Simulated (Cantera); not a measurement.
Input (Python, Cantera):

```python
import numpy as np
import cantera as ct

gas = ct.Solution("gri30.yaml")
gas.TPX = 1373, 72000, {'CH4': 1, 'H2': 0.24, 'O2': 3.37, 'N2': 12.7}
reactor = ct.IdealGasConstPressureReactor(gas, energy="on", clone=False)
net = ct.ReactorNet([reactor])
net.rtol, net.atol = 1e-08, 1e-16
show = ['CH4', 'H2', 'O2', 'O', 'CH2CO', 'HCO']
times = np.geomspace(7e-06, 0.7, 12)

steps = ct.SolutionArray(gas, extra=["t"])
rows = []
print(f"{'t/s':>10s}{'T/K':>9s}{'P/Pa':>11s}" + "".join(f"{s:>11s}" for s in show))
for t in times:
    while net.time < t:
        t_next = net.step()
        steps.append(gas.state, t=t_next)
    rows.append([np.interp(t, steps.t, y) for y in (steps.T, steps.P, *steps(*show).X.T)])
    print(f"{t:10.3e}{rows[-1][0]:9.1f}{rows[-1][1]:11.4g}" + "".join(f"{x:11.3e}" for x in rows[-1][2:]))
rate = np.gradient(steps.T, steps.t)
print("integrator steps:", len(steps.t))
if steps.T.max() > steps.T[0] + 200:
    print(f"time of steepest temperature rise: {steps.t[rate.argmax()]:.4e} s")
gas.TPX = 1373, 72000, {'CH4': 1, 'H2': 0.24, 'O2': 3.37, 'N2': 12.7}
gas.equilibrate("HP")
print(f"equilibrium (HP): T = {gas.T:.1f} K  " + "  ".join(f"{s} {gas[s].X[0]:.3e}" for s in show))
```

Output:

```
       t/s      T/K       P/Pa        CH4         H2         O2          O      CH2CO        HCO
 7.000e-06   1373.0    7.2e+04  5.777e-02  1.386e-02  1.947e-01  2.233e-09  1.005e-21  1.894e-15
 1.994e-05   1373.0    7.2e+04  5.777e-02  1.386e-02  1.947e-01  3.459e-09  3.279e-19  1.960e-14
 5.678e-05   1373.0    7.2e+04  5.777e-02  1.386e-02  1.947e-01  7.904e-09  9.970e-17  2.164e-13
 1.617e-04   1373.0    7.2e+04  5.776e-02  1.386e-02  1.947e-01  3.716e-08  8.352e-14  4.277e-12
 4.606e-04   1373.4    7.2e+04  5.758e-02  1.381e-02  1.946e-01  7.198e-07  2.264e-09  1.397e-09
 1.312e-03   1612.8    7.2e+04  2.808e-02  2.082e-02  1.620e-01  1.163e-04  4.397e-04  1.941e-05
 3.736e-03   2484.1    7.2e+04  2.134e-18  2.909e-03  7.152e-02  4.255e-03  1.463e-20  1.181e-09
 1.064e-02   2479.5    7.2e+04  2.085e-18  2.879e-03  6.991e-02  4.107e-03  1.399e-20  1.145e-09
 3.030e-02   2472.7    7.2e+04  2.012e-18  2.836e-03  6.755e-02  3.899e-03  1.307e-20  1.094e-09
 8.630e-02   2469.9    7.2e+04  1.982e-18  2.819e-03  6.658e-02  3.814e-03  1.269e-20  1.073e-09
 2.458e-01   2469.8    7.2e+04  1.981e-18  2.819e-03  6.655e-02  3.812e-03  1.268e-20  1.073e-09
 7.000e-01   2469.8    7.2e+04  1.981e-18  2.819e-03  6.655e-02  3.812e-03  1.268e-20  1.073e-09
integrator steps: 1857
time of steepest temperature rise: 1.3385e-03 s
equilibrium (HP): T = 2469.8 K  CH4 2.864e-18  H2 2.819e-03  O2 6.655e-02  O 3.812e-03  CH2CO 1.526e-20  HCO 1.073e-09
```

Detailed kinetics in Cantera: GRI-Mech 3.0 (53 species, 325 reactions).
